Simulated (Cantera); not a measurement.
Cantera run:

```python
import numpy as np
import cantera as ct

gas_names = [...]  # 118 gases of nasa_gas.yaml made of C, Cl, F, H
cond_names = """
    C(gr) C6H6(L) C7H8(L) C8H18(L),n-octa
""".split()


# ... load() reads the species with a 1 bar reference pressure and builds the phases ...
atoms = {
    'CHF3': {'C': 1, 'H': 1, 'F': 3},
    'HCl': {'H': 1, 'CL': 1},
    'H2': {'H': 2},
}
top_T = {'C(gr)': 4500}  # K; cautious upper limits of use, not melting points


# ... equilibrate(T, P, feed) seeds the gas with the atoms and calls Mixture.equilibrate('TP', solver="vcs", rtol=1e-11, max_steps=5000) ...
results = []
T = 3498  # K
P = 13000  # Pa
for m in [0.019, 0.024, 0.031, 0.041, 0.053, 0.069, 0.09, 0.12, 0.15, 0.2, 0.26]:
    feed = {'CHF3': 1, 'HCl': m, 'H2': 2.2}  # mol
    mix = equilibrate(T, P, feed)
    results.append((T, P, feed, dict(zip(mix.species_names, mix.species_moles))))
    x = sorted(zip(gas.X, gas.species_names), reverse=True)
    print(f"T = {T:g} K  P = {P:g} Pa  n(HCl) = {m:g} mol  gas = {mix.phase_moles(0):.4g} mol")
    print("   x: " + "  ".join(f"{s} {v:.3e}" for v, s in x if v > 1e-05))
    print("   condensed (mol): " + ("  ".join(f"{mix.phase(i).name} {mix.phase_moles(i):.4g}"
          for i in range(1, mix.n_phases) if mix.phase_moles(i) > 1e-12) or "none"))
```

It prints:

```
T = 3498 K  P = 13000 Pa  n(HCl) = 0.019 mol  gas = 5.779 mol
   x: HF 4.655e-01  H 3.599e-01  H2 4.872e-02  F 4.622e-02  C3 3.724e-02  C 1.244e-02  C2 7.554e-03  C2H 7.367e-03  CF 7.075e-03  C2H2,acetylene 3.174e-03  CL 2.729e-03  C5 7.562e-04  HCL 5.568e-04  C4 2.381e-04  CH 2.204e-04  CF2 1.116e-04  C4H2 8.612e-05  C2HF 5.671e-05  C2H2,vinylidene 2.653e-05  CH2 1.611e-05
   condensed (mol): none
T = 3498 K  P = 13000 Pa  n(HCl) = 0.024 mol  gas = 5.788 mol
   x: HF 4.648e-01  H 3.599e-01  H2 4.873e-02  F 4.615e-02  C3 3.718e-02  C 1.243e-02  C2 7.546e-03  C2H 7.359e-03  CF 7.060e-03  CL 3.441e-03  C2H2,acetylene 3.170e-03  C5 7.541e-04  HCL 7.023e-04  C4 2.376e-04  CH 2.203e-04  CF2 1.112e-04  C4H2 8.594e-05  C2HF 5.656e-05  C2H2,vinylidene 2.650e-05  CH2 1.610e-05
   condensed (mol): none
T = 3498 K  P = 13000 Pa  n(HCl) = 0.031 mol  gas = 5.8 mol
   x: HF 4.639e-01  H 3.599e-01  H2 4.873e-02  F 4.605e-02  C3 3.709e-02  C 1.242e-02  C2 7.534e-03  C2H 7.348e-03  CF 7.040e-03  CL 4.436e-03  C2H2,acetylene 3.166e-03  HCL 9.053e-04  C5 7.512e-04  C4 2.368e-04  CH 2.201e-04  CF2 1.107e-04  C4H2 8.568e-05  C2HF 5.635e-05  C2H2,vinylidene 2.646e-05  CH2 1.609e-05
   condensed (mol): none
T = 3498 K  P = 13000 Pa  n(HCl) = 0.041 mol  gas = 5.818 mol
   x: HF 4.625e-01  H 3.599e-01  H2 4.874e-02  F 4.591e-02  C3 3.697e-02  C 1.241e-02  C2 7.518e-03  C2H 7.332e-03  CF 7.011e-03  CL 5.849e-03  C2H2,acetylene 3.159e-03  HCL 1.194e-03  C5 7.470e-04  C4 2.358e-04  CH 2.199e-04  CF2 1.099e-04  C4H2 8.531e-05  C2HF 5.606e-05  C2H2,vinylidene 2.641e-05  CH2 1.608e-05
   condensed (mol): none
T = 3498 K  P = 13000 Pa  n(HCl) = 0.053 mol  gas = 5.838 mol
   x: HF 4.608e-01  H 3.600e-01  H2 4.874e-02  F 4.574e-02  C3 3.682e-02  C 1.239e-02  CL 7.534e-03  C2 7.498e-03  C2H 7.313e-03  CF 6.976e-03  C2H2,acetylene 3.151e-03  HCL 1.538e-03  C5 7.421e-04  C4 2.345e-04  CH 2.196e-04  CF2 1.089e-04  C4H2 8.487e-05  C2HF 5.571e-05  C2H2,vinylidene 2.634e-05  CH2 1.606e-05
   condensed (mol): none
T = 3498 K  P = 13000 Pa  n(HCl) = 0.069 mol  gas = 5.866 mol
   x: HF 4.587e-01  H 3.600e-01  H2 4.875e-02  F 4.552e-02  C3 3.663e-02  C 1.237e-02  CL 9.761e-03  C2 7.471e-03  C2H 7.288e-03  CF 6.930e-03  C2H2,acetylene 3.141e-03  HCL 1.993e-03  C5 7.356e-04  C4 2.329e-04  CH 2.192e-04  CF2 1.077e-04  C4H2 8.429e-05  C2HF 5.526e-05  C2H2,vinylidene 2.626e-05  CH2 1.603e-05
   condensed (mol): none
T = 3498 K  P = 13000 Pa  n(HCl) = 0.09 mol  gas = 5.903 mol
   x: HF 4.558e-01  H 3.600e-01  H2 4.876e-02  F 4.524e-02  C3 3.638e-02  CL 1.265e-02  C 1.234e-02  C2 7.437e-03  C2H 7.255e-03  CF 6.871e-03  C2H2,acetylene 3.127e-03  HCL 2.583e-03  C5 7.272e-04  C4 2.308e-04  CH 2.188e-04  CF2 1.061e-04  C4H2 8.354e-05  C2HF 5.466e-05  C2H2,vinylidene 2.614e-05  CH2 1.600e-05
   condensed (mol): none
T = 3498 K  P = 13000 Pa  n(HCl) = 0.12 mol  gas = 5.955 mol
   x: HF 4.519e-01  H 3.601e-01  H2 4.878e-02  F 4.483e-02  C3 3.602e-02  CL 1.672e-02  C 1.230e-02  C2 7.389e-03  C2H 7.210e-03  CF 6.788e-03  HCL 3.415e-03  C2H2,acetylene 3.108e-03  C5 7.154e-04  C4 2.278e-04  CH 2.181e-04  CF2 1.039e-04  C4H2 8.249e-05  C2HF 5.384e-05  C2H2,vinylidene 2.598e-05  CH2 1.595e-05
   condensed (mol): none
T = 3498 K  P = 13000 Pa  n(HCl) = 0.15 mol  gas = 6.008 mol
   x: HF 4.480e-01  H 3.602e-01  H2 4.880e-02  F 4.444e-02  C3 3.567e-02  CL 2.072e-02  C 1.226e-02  C2 7.341e-03  C2H 7.164e-03  CF 6.706e-03  HCL 4.232e-03  C2H2,acetylene 3.089e-03  C5 7.039e-04  C4 2.248e-04  CH 2.174e-04  CF2 1.017e-04  C4H2 8.146e-05  C2HF 5.303e-05  C2H2,vinylidene 2.582e-05  CH2 1.591e-05
   condensed (mol): none
T = 3498 K  P = 13000 Pa  n(HCl) = 0.2 mol  gas = 6.095 mol
   x: HF 4.416e-01  H 3.603e-01  H2 4.883e-02  F 4.379e-02  C3 3.511e-02  CL 2.723e-02  C 1.220e-02  C2 7.263e-03  C2H 7.090e-03  CF 6.574e-03  HCL 5.563e-03  C2H2,acetylene 3.058e-03  C5 6.854e-04  C4 2.201e-04  CH 2.163e-04  CF2 9.828e-05  C4H2 7.978e-05  C2HF 5.172e-05  C2H2,vinylidene 2.556e-05  CH2 1.583e-05  C2HCL 1.257e-05
   condensed (mol): none
T = 3498 K  P = 13000 Pa  n(HCl) = 0.26 mol  gas = 6.199 mol
   x: HF 4.342e-01  H 3.604e-01  H2 4.886e-02  F 4.305e-02  CL 3.480e-02  C3 3.445e-02  C 1.212e-02  C2 7.172e-03  HCL 7.112e-03  C2H 7.004e-03  CF 6.421e-03  C2H2,acetylene 3.022e-03  C5 6.642e-04  CH 2.150e-04  C4 2.146e-04  CF2 9.435e-05  C4H2 7.785e-05  C2HF 5.022e-05  C2H2,vinylidene 2.526e-05  C2HCL 1.587e-05  CH2 1.574e-05  CCL 1.012e-05
   condensed (mol): none
```

These are equilibrium values from Cantera (NASA tables, ideal gas, pure condensed phases), not measurements of a reactor. The tables' values for CCl are old estimates; treat these amounts as uncertain.
